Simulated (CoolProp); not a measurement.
Vapour-liquid equilibrium of n-butane (1) + R245fa (2) at 1750 kPa; x and y are mole fractions of (1).

The numbers come from the multi-fluid Helmholtz-energy mixture model, Bücker 2006 and Akasaka 2015; pair parameters Bell 2016 in CoolProp.

Q: Give the bubble temperature and the first vapour's composition at x = 0.5, 0.8, 0.875. Is there an azeotrope?

A: x = 0.5: 368.0 K, y = 0.542; x = 0.8: 369.7 K, y = 0.728; x = 0.875: 372.1 K, y = 0.802. y crosses x between x = 0.575 and 0.65: the model has an azeotrope there.

The pair parameters rest on a limited set of measurements; away from them the model extrapolates.
